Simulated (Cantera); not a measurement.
## Diamond growth

A diamond (100) surface in a fixed gas of H2 with x(CH4) = 0.017, x(H) = 0.0013, x(CH3) = 0.00069, at 1350 K; coverages are run to steady state.

Computed with Cantera and the Harris–Goodwin 1993 mechanism for the reconstructed diamond (100) surface.

```tsv
P (Pa)	growth (µm/h)	θ c6HH	θ c6H*	θ c6*H	θ c6**	θ c6HM
600	0.130	0.400	0.0519	0.512	0.0345	5.13e-5
920	0.268	0.400	0.0519	0.512	0.0342	8.14e-5
1400	0.527	0.400	0.0519	0.511	0.0339	0.000129
2200	1.04	0.400	0.0518	0.511	0.0336	0.000210
3400	1.93	0.400	0.0518	0.511	0.0333	0.000336
5200	3.40	0.399	0.0517	0.510	0.0330	0.000527
8000	5.93	0.399	0.0517	0.510	0.0328	0.000825
12000	9.90	0.399	0.0517	0.509	0.0327	0.00125
```
θ: site fractions in the mechanism's names (c6HH fully hydrogenated, c6H* and c6*H radical sites, c6** diradical, c6HM methylated).
